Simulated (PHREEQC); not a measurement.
Make-up at 25 °C: 30 mmol/kgw CaCl2, 9.9 mmol/kgw Na2SO4 and 1 mmol/kgw H4SiO4. It is in equilibrium with CO2 at log p = -3.5 (atm). Otherwise closed; pH follows from the charge balance.

The numbers come from PHREEQC with the Pitzer model, pitzer.dat.

This is a speciation only: nothing precipitates in the calculation.

Question: Predict the pH, osmotic coefficient, density.

Answer: pH 5.70; osmotic coefficient 0.852; density 1.001 g/cm³.

Question: In which forms is C present?

Answer: CO2 78 %, HCO3- 22 % of the C.

Complexes and solids missing from the database can't appear.
